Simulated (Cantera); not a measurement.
A closed system holds: 1 mol SiHCl3, 0.84 mol Cl2, 120 mol H2, held at 1175 K and 1.00 bar.

Method: chemical equilibrium by Gibbs-energy minimisation in Cantera with the NASA 1993 tables (ideal gas, pure condensed phases). Candidate condensed phases: Si; 19 gas species. The tables' values for SiCl3 are old estimates; treat these amounts as uncertain. Kinetics and transport are ignored.

Base state: H2 0.977, HCl 0.0163, SiHCl3 0.00317, SiCl4 0.00224, SiCl2 0.000619, SiH2Cl2 0.000576, SiCl3 0.000377, SiH3Cl 2.83e-5 (mole fractions); condensed: Si(s).

What changes in the equilibrium state with this change: temperature from 1175 K to 1050 K?


```json
[
 {"species": "H2", "before": "0.977", "after": "0.981"},
 {"species": "HCl", "before": "0.0163", "after": "0.0105"},
 {"species": "SiCl4", "before": "0.00224", "after": "0.00384"},
 {"species": "SiCl2", "before": "0.000619", "after": "6.93e-5"},
 {"species": "SiCl3", "before": "0.000377", "after": "0.000121"},
 {"species": "Si(s), mol", "before": "0.143", "after": "0"}
]
```

What changes in the equilibrium state with this change: Cl2 from 0.84 to 0.011 mol?


```json
[
 {"species": "H2", "before": "0.977", "after": "0.983"},
 {"species": "HCl", "before": "0.0163", "after": "0.0134"},
 {"species": "SiHCl3", "before": "0.00317", "after": "0.00174"},
 {"species": "SiCl4", "before": "0.00224", "after": "0.00100"},
 {"species": "SiCl3", "before": "0.000377", "after": "0.000206"},
 {"species": "SiCl2", "before": "0.000619", "after": "0.000414"},
 {"species": "Si(s), mol", "before": "0.143", "after": "0.541"}
]
```
